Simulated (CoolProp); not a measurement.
R407C along the isotherm 11.65 °C: Z from the reference equation and from simpler models built on Tc = 86.2 °C, pc = 4.632 MPa, ω = 0.363; each cubic takes its own stable root.

Values from CoolProp's reference Helmholtz-energy equation of state, Lemmon 2003. It is a pseudo-pure fit of the blend.

| p (MPa) | phase | reference | van der Waals | Redlich-Kwong | Soave-Redlich-Kwong | Peng-Robinson |
|---|---|---|---|---|---|---|
| 0.022 | gas | 0.9959 | 0.9976 | 0.9969 | 0.9965 | 0.9963 |
| 0.0451 | gas | 0.9916 | 0.9950 | 0.9936 | 0.9928 | 0.9924 |
| 0.0926 | gas | 0.9825 | 0.9896 | 0.9868 | 0.9852 | 0.9842 |
| 0.19 | gas | 0.9636 | 0.9785 | 0.9725 | 0.9691 | 0.9672 |
| 0.391 | gas | 0.9221 | 0.9548 | 0.9421 | 0.9346 | (withheld) |
| 1.65 | liquid | 0.05018 | 0.7671 | (withheld) | 0.05667 | 0.04999 |
| 3.38 | liquid | 0.1020 | 0.1721 | 0.1221 | 0.1148 | (withheld) |
| 6.95 | liquid | 0.2068 | (withheld) | 0.2438 | 0.2316 | (withheld) |

Task: Complete the blanks.

Result: 
- 0.391, Peng-Robinson: 0.9307
- 1.65, Redlich-Kwong: 0.06063
- 3.38, Peng-Robinson: 0.1014
- 6.95, van der Waals: 0.3390
- 6.95, Peng-Robinson: 0.2050

At some of these states van der Waals gives the other phase, because its saturation line lies elsewhere.
